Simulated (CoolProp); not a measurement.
Vapour-liquid equilibrium of acetone (1) + n-nonane (2) at 396.4 K; x and y are mole fractions of (1).

Model: multi-fluid Helmholtz-energy mixture model, Lemmon 2006 and Lemmon 2006; pair parameters Bell 2016, in CoolProp.

```
x      bubble pressure, mixture model (MPa)  bubble pressure, Raoult's law (MPa)  y, mixture model  y, Raoult's law
-----  ------------------------------------  -----------------------------------  ----------------  ---------------
0.05                                 0.1182                              0.07623             0.613            0.427
0.125                                0.2082                               0.1216             0.785            0.669
0.2                                  0.2786                               0.1670             0.843            0.780
0.275                                0.3331                               0.2124             0.873            0.843
0.35                                 0.3758                               0.2578             0.891            0.884
0.425                                0.4102                               0.3032             0.904            0.913
0.5                                  0.4396                               0.3486             0.914            0.934
0.575                                0.4667                               0.3940             0.924            0.950
0.65                                 0.4934                               0.4393             0.933            0.963
0.725                                0.5214                               0.4847             0.944            0.974
0.8                                  0.5519                               0.5301             0.956            0.983
0.875                                0.5857                               0.5755             0.970            0.990
0.95                                 0.6236                               0.6209             0.987            0.996
```

The largest gap from Raoult's law is +71.2 % in bubble pressure, at x = 0.125. No azeotrope shows between x = 0.05 and 0.95.

Pair parameters are fitted to limited data, so mixtures are less certain than the pure fluids. With so large a gap from Raoult's law the liquid may split in two, which this calculation doesn't test in full.
